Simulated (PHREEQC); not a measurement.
1.4 g of hydrous ferric oxide (600 m²/g; 0.2 weak and 0.005 strong sites per Fe, Dzombak-Morel constants, diffuse double layer) in 1 kg of water with 0.1 mol/kgw of an inert sodium salt and 5.8e-06 mol/kgw Na2SO4, at 25 °C; the pH is set by adding NaOH or the inert anion's acid. Oxygen alone is held at its pressure in air (log pO2 = -0.68). No CO2 enters from the air. Nothing may precipitate in this run.

Computed with PHREEQC (ion-association model, wateq4f.dat).

| pH | S sorbed (%) | surface charge σ (C/m²) | surface potential ψ (mV) |
|---|---|---|---|
| 3 | 99.8 | 0.362 | 152 |
| 3.5 | 99.7 | 0.349 | … |
| 4 | 99.7 | 0.320 | 146 |
| 4.5 | 99.4 | … | … |
| 5 | 98.7 | 0.214 | 126 |
| 5.5 | … | 0.158 | … |
| 6.5 | 61.1 | 0.074 | 74 |
| 7 | 23.2 | 0.045 | 52 |
| 7.5 | 4.8 | … | … |
| 8 | 0.8 | 0.004 | 5 |
| 8.5 | 0.1 | … | -19 |
| 9 | 0.0 | -0.034 | -42 |

**Question.** Complete the blanks.

**Answer.** 
- 3.5, surface potential ψ (mV): 150
- 4.5, surface charge σ (C/m²): 0.272
- 4.5, surface potential ψ (mV): 138
- 5.5, S sorbed (%): 96.3
- 5.5, surface potential ψ (mV): 111
- 7.5, surface charge σ (C/m²): 0.022
- 7.5, surface potential ψ (mV): 29
- 8.5, surface charge σ (C/m²): -0.014

Complexes and solids missing from the database can't appear. The oxide is taken as insoluble; below pH 4 it would dissolve.
